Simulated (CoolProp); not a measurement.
Vapour-liquid equilibrium of R1234yf (1) + R1234ze(E) (2) at -44.25 °C; x and y are mole fractions of (1).

Computed with CoolProp (multi-fluid Helmholtz-energy mixture model, Lemmon 2022 and Thol 2016; pair parameters Bell 2022).

```
x     bubble pressure, mixture model (kPa)  bubble pressure, Raoult's law (kPa)  y, mixture model  y, Raoult's law
----  ------------------------------------  -----------------------------------  ----------------  ---------------
0.05                                 30.38                                30.19             0.088            0.083
0.2                                  33.87                                33.37             0.307            0.302
0.35                                 37.11                                36.55             0.481            0.482
0.5                                  40.20                                39.73             0.627            0.633
0.65                                 43.24                                42.91             0.755            0.762
0.8                                  46.27                                46.09             0.868            0.874
0.95                                 49.31                                49.27             0.969            0.970
```

The largest gap from Raoult's law is +1.5 % in bubble pressure, at x = 0.35. No azeotrope shows between x = 0.05 and 0.95.

Pair parameters are fitted to limited data, so mixtures are less certain than the pure fluids.
